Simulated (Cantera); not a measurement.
**Equilibrium for silicon etching in halogen gases: Si + HBr + N2**

A closed system holds: 1 mol Si, 18 mol HBr, 0.42 mol N2, held at 0.300 bar.

Equilibrium computed with Cantera from the NASA thermochemical tables; the gas is ideal and each condensed phase is pure. Candidate condensed phases: Br2, Si, Si3N4; 28 gas species. The tables' values for SiBr3 are old estimates; treat these amounts as uncertain. Rates play no part.

From 1148 K to 1473 K nothing is condensed. The main Si-bearing gas is SiBr4 throughout.

```
T (K)  x HBr   x H2  x SiBr4    x N2      x Br   x SiBr2   x SiBr3  x SiHBr3
-----  -----  -----  -------  ------  --------  --------  --------  --------
1148   0.804  0.115   0.0572  0.0241  0.000177   7.23e-6   6.74e-5   9.77e-5
1173   0.803  0.115   0.0572  0.0241  0.000249   1.34e-5   9.84e-5  0.000114
1198   0.803  0.115   0.0571  0.0241  0.000345   2.41e-5  0.000141  0.000132
1223   0.803  0.115   0.0570  0.0241  0.000472   4.25e-5  0.000200  0.000152
1248   0.803  0.115   0.0568  0.0241  0.000638   7.29e-5  0.000279  0.000173
1273   0.803  0.115   0.0567  0.0241  0.000852  0.000122  0.000383  0.000197
1298   0.803  0.115   0.0564  0.0241   0.00113  0.000201  0.000519  0.000222
1323   0.803  0.115   0.0561  0.0241   0.00147  0.000322  0.000694  0.000248
1348   0.802  0.114   0.0556  0.0241   0.00191  0.000507  0.000915  0.000276
1373   0.802  0.114   0.0550  0.0240   0.00245  0.000782   0.00119  0.000305
1398   0.802  0.114   0.0542  0.0240   0.00312   0.00118   0.00152  0.000334
1423   0.801  0.113   0.0531  0.0240   0.00394   0.00174   0.00192  0.000361
1448   0.801  0.113   0.0518  0.0240   0.00495   0.00251   0.00239  0.000387
1473   0.801  0.112   0.0501  0.0239   0.00617   0.00354   0.00292  0.000409
```
x: gas mole fraction; nothing condenses.
